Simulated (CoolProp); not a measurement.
Properties of ammonia along the isobar 3540 kPa.

Values from CoolProp's reference Helmholtz-energy equation of state, Gao 2020.

```tsv
T (K)	phase	density (kg/m³)	cv (kJ/(kg K))	conductivity (mW/(m K))
244.4	liquid	677.8	2.911	655
259.3	liquid	659.0	2.869	607
274.2	liquid	639.4	2.830	561
289.1	liquid	618.6	2.797	517
304	liquid	596.5	2.772	474
319	liquid	572.2	2.754	432
333.9	liquid	545.4	2.746	390
348.8	gas	27.75	2.584	35.9
363.7	gas	25.00	2.329	37.2
378.7	gas	23.01	2.187	39.0
393.6	gas	21.47	2.107	41.0
408.5	gas	20.21	2.063	43.3
423.4	gas	19.14	2.041	44.7
438.3	gas	18.21	2.032	46.7
453.3	gas	17.39	2.033	48.8
```

Thermal conductivity comes from a separate model (Tufeu 1984).
